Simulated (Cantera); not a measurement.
# Gas-phase reforming

An isothermal, constant-pressure homogeneous reactor starts with 25.0 % CH₄, 75.0 % CO₂, at 1525 K and 0.133 bar.

Cantera simulation using GRI-Mech 3.0 (53 species, 325 reactions); the numbers are that mechanism's predictions, not measurements.

| t (s) | x CH₄ | x CO₂ | x CH₃ | x CH₂ | x CO | x C₂H₄ |
|---|---|---|---|---|---|---|
| 0.000200 | 0.250 | 0.750 | 1.40e-5 | 2.27e-11 | 2.41e-7 | 5.45e-9 |
| 0.000462 | 0.250 | 0.750 | 3.21e-5 | 1.16e-10 | 5.66e-7 | 6.95e-8 |
| 0.00107 | 0.250 | 0.750 | 7.15e-5 | 5.65e-10 | 1.39e-6 | 8.37e-7 |
| 0.00247 | 0.250 | 0.750 | 0.000143 | 2.23e-9 | 4.02e-6 | 8.69e-6 |
| 0.00570 | 0.249 | 0.750 | 0.000240 | 6.17e-9 | 1.54e-5 | 6.69e-5 |
| 0.0132 | 0.248 | 0.749 | 0.000366 | 1.41e-8 | 7.70e-5 | 0.000397 |
| 0.0304 | 0.243 | 0.747 | 0.000489 | 2.54e-8 | 0.000455 | 0.00180 |
| 0.0702 | 0.230 | 0.739 | 0.000491 | 2.78e-8 | 0.00249 | 0.00431 |
| 0.162 | 0.204 | 0.715 | 0.000401 | 2.25e-8 | 0.0108 | 0.00405 |
| 0.375 | 0.165 | 0.663 | 0.000319 | 2.03e-8 | 0.0381 | 0.00233 |
| 0.866 | 0.110 | 0.563 | 0.000243 | 2.37e-8 | 0.105 | 0.00130 |
| 2.00 | 0.0485 | 0.426 | 0.000155 | 3.56e-8 | 0.209 | 0.000565 |
x: mole fraction; the columns are a selection and need not sum to one.

Equilibrium at this temperature and pressure: CH₄ 8.92e-10, CO₂ 0.172, CH₃ 2.84e-12, CH₂ <1e-12, CO 0.495, C₂H₄ <1e-12 (gas phase only).
